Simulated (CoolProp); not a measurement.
Values from CoolProp's reference Helmholtz-energy equation of state, Span 1996.

Q: For carbon dioxide, give the phase and the cp (kJ/(kg K)), Joule-Thomson coefficient (K/MPa) at 314.5 K and 32400 kPa; 461.3 K and 32400 kPa.

A: 
- 314.5 K and 32400 kPa: supercritical; cp 1.92, Joule-Thomson coefficient 0.153
- 461.3 K and 32400 kPa: supercritical; cp 1.59, Joule-Thomson coefficient 1.35
